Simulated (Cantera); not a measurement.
A closed system holds: 1 mol Si, 1.6 mol HCl, 1.6 mol N₂, at 525 K and 0.750 Torr.

Cantera equilibrium calculation (NASA polynomials, part measured and part estimated; ideal gas, pure solids and liquids). Candidate condensed phases: NH₄Cl, Si, Si₃N₄; 28 gas species. N₂ is the only nitrogen source here; it is nearly inert below about 1500 K, so the nitride shown seldom forms there in practice. Kinetics and transport are ignored.

What is the equilibrium state?


```json
{
  "x(N₂)": "0.456",
  "x(H₂)": "0.223",
  "x(HCl)": "0.209",
  "x(SiCl₄)": "0.112",
  "x(NH₃)": "1.27e-5",
  "n(Si₃N₄(s))": "0.243 mol",
  "gas_amount": "2.442 mol",
  "log10 activity of Si(s) (absent)": "-16.75"
}
```
